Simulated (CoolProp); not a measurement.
Dimethyl carbonate along the isotherm 218.55 °C: fugacity coefficient from the reference equation and from simpler models built on Tc = 283.9 °C, pc = 49.09 bar, ω = 0.346; each cubic takes its own stable root.

Computed with CoolProp (reference Helmholtz-energy equation of state, Zhou 2011).

```json
[
 {"p (bar)": "44.6", "phase": "liquid", "reference": "0.3606"},
 {"p (bar)": "89.3", "phase": "liquid", "reference": "0.2043"},
 {"p (bar)": "134", "phase": "liquid", "reference": "0.1540"},
 {"p (bar)": "179", "phase": "liquid", "reference": "0.1302"},
 {"p (bar)": "223", "phase": "liquid", "reference": "0.1174"},
 {"p (bar)": "268", "phase": "liquid", "reference": "0.1099"},
 {"p (bar)": "312", "phase": "liquid", "reference": "0.1058"},
 {"p (bar)": "357", "phase": "liquid", "reference": "0.1037"},
 {"p (bar)": "402", "phase": "liquid", "reference": "0.1032"},
 {"p (bar)": "446", "phase": "liquid", "reference": "0.1039"},
 {"p (bar)": "491", "phase": "liquid", "reference": "0.1055"}
]
```

Question: How far does each simpler model (van der Waals, Redlich-Kwong, Soave-Redlich-Kwong) lie from the reference over these 11 states: mean and median of the absolute difference, and the worst?

Answer: 
- van der Waals: mean 108.2 %, median 106.9 %, worst +171.4 % at 218.55 °C and 491 bar
- Redlich-Kwong: mean 32.5 %, median 33.3 %, worst +41.2 % at 218.55 °C and 491 bar
- Soave-Redlich-Kwong: mean 11.0 %, median 11.5 %, worst +16.9 % at 218.55 °C and 491 bar
